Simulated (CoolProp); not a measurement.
Chloromethane (R40) at 298.15 K and 0.289 MPa is compressed adiabatically to 1.46 MPa with isentropic efficiency 0.7. Each further row changes one setting.

The numbers come from the reference Helmholtz-energy equation of state, Thol 2014 in CoolProp.

```json
[
 {"case": "as stated", "work (kJ/kg)": "___", "final temperature (K)": "443.3", "final density (kg/m³)": "___"},
 {"case": "efficiency 1", "work (kJ/kg)": "___", "final temperature (K)": "___", "final density (kg/m³)": "___"},
 {"case": "efficiency 0.65", "work (kJ/kg)": "___", "final temperature (K)": "___", "final density (kg/m³)": "___"}
]
```

Task: Fill in the missing entries.

Result: 
- as stated, work (kJ/kg): 125
- as stated, final density (kg/m³): 21.4
- efficiency 1, work (kJ/kg): 87.5
- efficiency 1, final temperature (K): 409.2
- efficiency 1, final density (kg/m³): 23.8
- efficiency 0.65, work (kJ/kg): 135
- efficiency 0.65, final temperature (K): 452.0
- efficiency 0.65, final density (kg/m³): 20.9
